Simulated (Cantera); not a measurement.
Cantera with NASA thermochemical tables; ideal gases at 1 bar, condensed phases pure. Values are per mole of reaction as written; species without (g) are pure solids or liquids, kept so even where they would boil at 1 bar.

C + S₂(g) ⇌ CS₂(g)

| T (K) | ΔH° (kJ) | ΔS° (J/K) | ΔG° (kJ) | log10 K |
|---|---|---|---|---|
| 300 | -11.4 | 4.0 | -12.6 | 2.20 |
| 375 | ? | ? | ? | ? |
| 400 | -11.0 | 5.2 | -13.1 | 1.71 |
| 425 | -10.9 | 5.4 | -13.2 | 1.63 |
| 450 | -10.8 | 5.6 | -13.4 | 1.55 |
| 475 | ? | ? | ? | ? |
| 500 | -10.7 | 6.0 | -13.7 | 1.43 |
| 525 | -10.6 | 6.1 | -13.8 | 1.37 |
| 550 | -10.5 | 6.2 | -14.0 | 1.33 |
| 575 | -10.5 | 6.3 | -14.1 | 1.28 |

Fill in the missing entries.


- 375, ΔH° (kJ): -11.1
- 375, ΔS° (J/K): 4.9
- 375, ΔG° (kJ): -13.0
- 375, log10 K: 1.81
- 475, ΔH° (kJ): -10.8
- 475, ΔS° (J/K): 5.8
- 475, ΔG° (kJ): -13.5
- 475, log10 K: 1.49
